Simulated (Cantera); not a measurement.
What does this Cantera script print?

```python
import numpy as np
import cantera as ct

gas_names = """
    C CH CH2 CH3 CH4 CN C2 C2H C2H2,acetylene C2H2,vinylidene C2H3,vinyl CH3CN C2H4 C2H5 C2H6 CCN CNC
    C2N2 C3 C3H3,propargyl C3H4,allene C3H4,propyne C3H4,cyclo- C3H5,allyl C3H6,propylene C3H6,cyclo-
    C3H7,n-propyl C3H7,i-propyl C3H8 C4 C4H2 C4H4,1,3-cyclo- C4H6,butadiene C4H6,2-butyne C4H6,cyclo-
    C4H8,1-butene C4H8,cis2-buten C4H8,tr2-butene C4H8,isobutene C4H8,cyclo- C4H9,n-butyl C4H9,i-butyl
    C4H9,s-butyl C4H9,t-butyl C4H10,isobutane C4H10,n-butane C4N2 C5 C5H6,1,3cyclo- C5H8,cyclo-
    C5H10,1-pentene C5H10,cyclo- C5H11,pentyl C5H11,t-pentyl C5H12,n-pentane C5H12,i-pentane
    CH3C(CH3)2CH3 C6H2 C6H5,phenyl C6H6 C6H10,cyclo- C6H12,1-hexene C6H12,cyclo- C6H13,n-hexyl
    C7H7,benzyl C7H8 C7H14,1-heptene C7H15,n-heptyl C7H16,n-heptane C8H8,styrene C8H10,ethylbenz
    C8H16,1-octene C8H17,n-octyl C8H18,isooctane C8H18,n-octane C9H19,n-nonyl C10H8,naphthale
    C10H21,n-decyl C12H9,o-bipheny C12H10,bipheny H HCN HCCN HNC H2 N NH NH2 NH3 N2 N2H2 N2H4
""".split()
cond_names = """
    C(gr) C6H6(L) C7H8(L) C8H18(L),n-octa
""".split()


def load(file, names, dense=False):
    # The tables refer to 1 bar. Condensed volumes are neglected.
    table = {s.name: s for s in ct.Species.list_from_file(file)}
    out = []
    for n in names:
        d = dict(table[n].input_data)
        d["thermo"] = dict(d["thermo"], **{"reference-pressure": 1e5})
        if dense:
            d["equation-of-state"] = {"model": "constant-volume", "density": "1e6 g/cm^3"}
        out.append(ct.Species.from_dict(d))
    return out


gas = ct.Solution(thermo="ideal-gas", species=load("nasa_gas.yaml", gas_names))
cond = {s.name: ct.Solution(thermo="fixed-stoichiometry", species=[s], name=s.name)
        for s in load("nasa_condensed.yaml", cond_names, dense=True)}
atoms = {
    'C3H8': {'C': 3, 'H': 8},
    'H2': {'H': 2},
    'N2': {'N': 2},
}
top_T = {'C(gr)': 4500}  # K; cautious upper limits of use, not melting points


def equilibrate(T, P, feed):
    n = {}
    for name, mol in feed.items():
        for a, k in atoms[name].items():
            n[a] = n.get(a, 0.0) + k * mol
    gas.TPX = T, P, n
    mass = sum(n.values()) * gas.mean_molecular_weight
    gas.equilibrate("TP")
    valid = [c for c in cond.values() if c.min_temp <= T <= top_T.get(c.name, c.max_temp)]
    mix = ct.Mixture([(gas, mass / gas.mean_molecular_weight)] + [(c, 0.0) for c in valid])
    mix.T, mix.P = T, P
    mix.equilibrate("TP", solver="vcs", rtol=1e-11, max_steps=5000)
    return mix


results = []
feed = {'C3H8': 1, 'H2': 73, 'N2': 5.4}  # mol
P = 6100  # Pa
for T in [725, 775, 825, 875, 925, 975, 1025, 1075, 1125]:
    mix = equilibrate(T, P, feed)
    results.append((T, P, feed, dict(zip(mix.species_names, mix.species_moles))))

top = {s: max(r[3][s] / sum(r[3][g] for g in gas_names) for r in results) for s in gas_names}
cols = sorted((s for s in top if top[s] > 0.001), key=lambda s: -top[s])[:6]
seen = [c for c in cond_names if any(r[3].get(c, 0) > 1e-12 for r in results)]
print("log10 of partial pressures in bar; condensed amounts in mol")
print(f"{'T/K':>10s}" + "".join(f"{s[:9]:>10s}" for s in cols + seen))
for T, P, feed, n in results:
    ng = sum(n[g] for g in gas_names)
    print(f"{T:10.4g}" + "".join(f"{np.log10(max(n[s] / ng * P / 1e5, 1e-99)):10.3f}" for s in cols)
          + "".join(f"{n.get(c, 0):10.4g}" for c in seen))
```

It prints:

```
log10 of partial pressures in bar; condensed amounts in mol
       T/K        H2        N2       CH4     C(gr)
       725    -1.263    -2.382    -2.637         0
       775    -1.263    -2.382    -2.637         0
       825    -1.263    -2.382    -2.637         0
       875    -1.255    -2.389    -2.870     1.218
       925    -1.250    -2.393    -3.144     2.042
       975    -1.247    -2.395    -3.396      2.46
      1025    -1.246    -2.397    -3.626     2.681
      1075    -1.245    -2.397    -3.836     2.803
      1125    -1.245    -2.398    -4.030     2.873
```

These are equilibrium values from Cantera (NASA tables, ideal gas, pure condensed phases), not measurements of a reactor.
